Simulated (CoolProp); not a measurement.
Vapour-liquid equilibrium of R22 (1) + cyclohexane (2) at 328.6 K; x and y are mole fractions of (1).

Model: multi-fluid Helmholtz-energy mixture model, Kamei 1995 and Zhou 2014; pair parameters Bell 2016, in CoolProp.

```json
[
 {"x": "0.05", "bubble pressure (MPa)": "0.2481", "y at the bubble point": "0.818", "dew pressure at overall composition x (MPa)": "0.04661", "liquid density (mol/L)": "9.008"},
 {"x": "0.2", "bubble pressure (MPa)": "0.7413", "y at the bubble point": "0.938", "dew pressure at overall composition x (MPa)": "0.05545", "liquid density (mol/L)": "9.508"},
 {"x": "0.35", "bubble pressure (MPa)": "1.081", "y at the bubble point": "0.957", "dew pressure at overall composition x (MPa)": "0.06838", "liquid density (mol/L)": "10.03"},
 {"x": "0.5", "bubble pressure (MPa)": "1.322", "y at the bubble point": "0.966", "dew pressure at overall composition x (MPa)": "0.08909", "liquid density (mol/L)": "10.58"},
 {"x": "0.65", "bubble pressure (MPa)": "1.524", "y at the bubble point": "0.973", "dew pressure at overall composition x (MPa)": "0.1277", "liquid density (mol/L)": "11.13"},
 {"x": "0.8", "bubble pressure (MPa)": "1.749", "y at the bubble point": "0.981", "dew pressure at overall composition x (MPa)": "0.2251", "liquid density (mol/L)": "11.65"},
 {"x": "0.95", "bubble pressure (MPa)": "2.060", "y at the bubble point": "0.994", "dew pressure at overall composition x (MPa)": "0.9261", "liquid density (mol/L)": "12.10"}
]
```

No azeotrope shows between x = 0.05 and 0.95.

The pair parameters rest on a limited set of measurements; away from them the model extrapolates. The gap from Raoult's law changes sign with composition, which may be real or a fault of the pair parameters; it wasn't checked against measurements. With so large a gap from Raoult's law the liquid may split in two, which this calculation doesn't test in full.
